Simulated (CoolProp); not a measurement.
A closed Brayton cycle with carbon dioxide: compressor inlet 308.15 K and 9.4 MPa, high pressure 18 MPa, turbine inlet 905 K, compressor efficiency 0.85, turbine efficiency 0.85, recuperator effectiveness 0.95 (on enthalpy, no pinch check). Each further row changes one setting.

The numbers come from the reference Helmholtz-energy equation of state, Span 1996 in CoolProp.

```
case                           thermal efficiency (%)  net work (kJ/kg)  compressor to turbine work  compressor exit (K)  turbine exit (K)
-----------------------------  ----------------------  ----------------  --------------------------  -------------------  ----------------
as stated                                        34.5              77.6                        0.15                324.8             825.9
turbine inlet 855 K                              33.3              72.1                        0.16                324.8                 ?
compressor inlet 318.15 K                        33.8                 ?                        0.24                355.9             825.9
high pressure 15.3 MPa                           31.9              59.7                        0.14                320.2             845.3
recuperator effectiveness 0.5                       ?              77.6                        0.15                324.8             825.9
```

Task: Fill in the missing entries.

Result: 
- turbine inlet 855 K, turbine exit (K): 778.6
- compressor inlet 318.15 K, net work (kJ/kg): 70.0
- recuperator effectiveness 0.5, thermal efficiency (%): 15.2
